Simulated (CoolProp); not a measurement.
The fluid at 293.15 K and 9.46 MPa flows at 0.5 m/s in a round tube of 25 mm bore and 15 µm roughness, fully developed (64/Re and Nu = 3.66 if laminar; Colebrook and Gnielinski if turbulent). The same conditions are run with several fluids, on thermodynamics alone (safety and materials aside).

The numbers come from the reference Helmholtz-energy equation of state of each fluid (C3F8 (R218): Lemmon 2006; n-nonane: Lemmon 2006; ethylbenzene: Zhou 2012; R236FA: Pan 2012; toluene: Lemmon 2006) in CoolProp.

```
fluid         Reynolds number  Darcy friction factor  pressure drop (Pa/m)  heat-transfer coefficient (W/(m² K))  mass flow (kg/h)
------------  ---------------  ---------------------  --------------------  ------------------------------------  ----------------
C3F8 (R218)             75100                      …                   155                                   920              1280
n-nonane                    …                 0.0306                   111                                   614               641
ethylbenzene                …                 0.0287                   125                                   707               772
R236FA                  49600                 0.0229                   162                                     …              1250
toluene                     …                 0.0280                   123                                     …               772
```

Complete the blanks.


- C3F8 (R218), Darcy friction factor: 0.0215
- n-nonane, Reynolds number: 11700
- ethylbenzene, Reynolds number: 15600
- R236FA, heat-transfer coefficient (W/(m² K)): 986
- toluene, Reynolds number: 17200
- toluene, heat-transfer coefficient (W/(m² K)): 749

Transport values come from each fluid's own correlations; those of C3F8 (R218), ethylbenzene, R236FA are estimates that may be off by 10 % or more.
